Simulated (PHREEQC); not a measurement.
PHREEQC input (ion-association model, wateq4f.dat):

```
SOLUTION_MASTER_SPECIES
  An  An-  0  An  62.0  # stands for a non-complexing anion
SOLUTION_SPECIES
  An- = An-
    -log_k 0
    -gamma 3.0 0
PHASES
  Fix_H+
    H+ = H+
    -log_k 0
SOLUTION 1
  temp 25
  units mmol/kgw
  pH 7 charge
  Cl 0.122
  Ni 0.034
  Pb 0.027
  Na 10
  An 10
END
SELECTED_OUTPUT 1
  -reset false
  -pH true
  -pe true
  -ionic_strength true
  -water true
  -totals Cl Na Ni Pb
  -molalities Hfo_wOH Hfo_wOH2+ Hfo_wO- Hfo_sOH Hfo_sOH2+ Hfo_sO- Hfo_sOPb+ Hfo_wOPb+ Hfo_sONi+ Hfo_wONi+
  -saturation_indices Litharge Cotunnite Laurionite Ni(OH)2 Halite
USER_PUNCH 1
  -headings sigma psi
  10 PUNCH EDL("sigma", "Hfo"), EDL("psi", "Hfo")
PRINT
  -reset false
USE solution 1
SURFACE 1
  Hfo_wOH 0.00269663 600 1.2
  Hfo_sOH 6.74157e-05
EQUILIBRIUM_PHASES 1
  Fix_H+ -3 HAn 10
    -force_equality true
  O2(g) -0.68 10
END
# ... the last block is repeated for the other 16 points of pH, with NaOH or the acid as the point needs
```

Selected output (columns that matter, 13 of 17 rows; pH added in front):

```
pH	mu	Na	Ni	Pb	m_Hfo_wOH	m_Hfo_wOH2+	m_Hfo_wO-	m_Hfo_sOH	si_Litharge	si_Cotunnite	si_Ni(OH)2	si_Halite	sigma	psi
3	0.012504	0.01	3.4e-05	2.4907e-05	0.00030675	0.002389	9.0229e-07	7.431e-06	-11.523	-7.9611	-9.4665	-7.5951	0.32808	0.20105
3.5	0.011543	0.01	3.3999e-05	1.6513e-05	0.00065259	0.0020392	4.7843e-06	1.3782e-05	-10.695	-8.1293	-8.4598	-7.5916	0.27982	0.19493
4.5	0.010751	0.01	3.3946e-05	9.3295e-07	0.0014395	0.0012181	3.8968e-05	2.2086e-05	-9.9369	-9.3683	-6.4547	-7.5885	0.16395	0.16933
5	0.010545	0.01	3.3612e-05	1.3324e-07	0.0017205	0.00090076	7.5282e-05	2.5696e-05	-9.7811	-10.212	-5.4574	-7.5877	0.11593	0.15209
5.5	0.010391	0.01	3.1416e-05	1.8934e-08	0.0019012	0.00067188	0.00012324	2.6907e-05	-9.6286	-11.059	-4.4856	-7.5871	0.07853	0.13261
6.5	0.010145	0.01	8.9157e-06	6.2243e-10	0.0020467	0.00041391	0.00023186	1.4782e-05	-9.127	-12.556	-3.0308	-7.5861	0.031554	0.087797
7	0.010073	0.01	1.695e-06	1.0527e-10	0.0020614	0.00035214	0.00027645	1.1279e-05	-8.9372	-13.366	-2.7516	-7.5859	0.018148	0.062554
7.5	0.010089	0.010055	2.0818e-07	1.5886e-11	0.0020644	0.0003153	0.00030966	1.0643e-05	-8.8635	-14.292	-2.6634	-7.5835	0.0089065	0.035853
8.5	0.010142	0.010159	2.5694e-09	7.7731e-13	0.0020589	0.00026806	0.00036229	1.0527e-05	-8.7894	-16.218	-2.5874	-7.5793	-0.0045187	-0.019201
9	0.010179	0.010224	3.1789e-10	2.8888e-13	0.0020504	0.00024375	0.00039513	1.0482e-05	-8.7481	-17.177	-2.5461	-7.5766	-0.012216	-0.046444
9.5	0.010243	0.010329	6.2408e-11	1.5963e-13	0.002032	0.00021282	0.00044446	1.0388e-05	-8.6892	-18.119	-2.4872	-7.5725	-0.023028	-0.072767
10.5	0.010708	0.010942	4.841e-11	2.0791e-13	0.0019082	0.00012766	0.00065341	9.755e-06	-8.4672	-19.898	-2.2652	-7.5492	-0.062647	-0.12041
11	0.011604	0.011966	1.1501e-10	5.8076e-13	0.001746	8.1002e-05	0.00086221	8.9261e-06	-8.2697	-20.704	-2.0677	-7.5137	-0.097058	-0.14058
```

The oxide is taken as insoluble; below pH 4 it would dissolve.
